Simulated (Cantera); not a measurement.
## Thermodynamics of carbothermic reduction, feed SiO2 + CO + C

Feed: 1 mol SiO2, 8.2 mol CO, 1.8 mol C, at 1773 K and 0.133 bar.

Method: chemical equilibrium by Gibbs-energy minimisation in Cantera with the NASA 1993 tables (ideal gas, pure condensed phases). Candidate condensed phases: C, Si, SiC, SiO2; 20 gas species. Equilibrium is a limit: real reactors are often held back by kinetics, nucleation or transport.

```json
{
 "x(CO)": "0.941",
 "x(SiO)": "0.0588",
 "x(CO2)": "3.62e-5",
 "x(Si)": "1.18e-6",
 "n(SiC(s))": "0.400 mol",
 "gas_amount": "10.20 mol",
 "log10 activity of C(graphite) (absent)": "-0.54",
 "log10 activity of Si(l) (absent)": "-1.13"
}
```
